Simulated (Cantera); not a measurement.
Charge: 1 mol AlN, 0.012 mol N₂, at 1 atm.

Cantera equilibrium calculation (NASA polynomials, part measured and part estimated; ideal gas, pure solids and liquids). Candidate condensed phases: Al, AlN; 5 gas species. Rates play no part.

x: gas mole fraction; n: condensed amount in mol.

```tsv
T (°C)	x N₂	x Al	x Al₂	x N	n AlN(s)
2125	0.989	0.0107	6.28e-6	1.08e-7	1.000
2225	0.962	___	___	___	1.000
2325	0.872	0.127	0.000453	6.50e-7	0.998
2425	___	___	___	___	0.978
2525	0.341	0.652	0.00669	2.00e-6	0
2625	0.340	0.654	0.00520	4.09e-6	0
2725	0.340	0.656	0.00411	7.96e-6	0
```

Q: Fill in the missing entries.

A: 
- 2225, x Al: 0.0381
- 2225, x Al₂: 5.61e-5
- 2225, x N: 2.80e-7
- 2425, x N₂: 0.512
- 2425, x Al: 0.484
- 2425, x Al₂: 0.00485
- 2425, x N: 1.14e-6
